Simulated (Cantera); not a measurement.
An isothermal plug-flow reactor at 825 K and 5.00 bar (inlet), inlet velocity 0.56 m/s, active area per volume 270 1/m; feed CO : O2 : N2 : H2O = 0.025 : 0.016 : 0.79 : 0.0053 (molar parts), equivalence ratio 0.78.

Cantera simulation using Deutschmann's 1995 Pt surface mechanism with GRI-Mech 3.0 gas chemistry; the numbers are that mechanism's predictions, not measurements. Catalytic surfaces can have several steady states; this one follows from the mechanism file's or the stated starting coverage. Mass transfer to the wall is taken as infinitely fast.

What does this change do: inlet velocity 0.56 to 1.1 m/s?


```csv
quantity,before,after
x(CO) at z = 0.025 m,0.0121,0.0214
x(O2) at z = 0.025 m,0.0103,0.0149
x(H2O) at z = 0.025 m,0.00639,0.00636
x(CO2) at z = 0.025 m,0.0180,0.00862
θ(free Pt) at the exit,0.0979,0.0744
θ(O*) at the exit,0.00232,0.00189
θ(CO*) at the exit,0.900,0.924
```

What does this change do: pressure from 5.00 bar to 14.0 bar?


```json
[
 {"quantity": "x(CO) at z = 0.025 m", "before": "0.0121", "after": "0.0238"},
 {"quantity": "x(O2) at z = 0.025 m", "before": "0.0103", "after": "0.0161"},
 {"quantity": "x(H2O) at z = 0.025 m", "before": "0.00639", "after": "0.00636"},
 {"quantity": "x(CO2) at z = 0.025 m", "before": "0.0180", "after": "0.00614"},
 {"quantity": "θ(free Pt) at the exit", "before": "0.0979", "after": "0.0428"},
 {"quantity": "θ(O*) at the exit", "before": "0.00232", "after": "0.00183"},
 {"quantity": "θ(CO*) at the exit", "before": "0.900", "after": "0.955"}
]
```
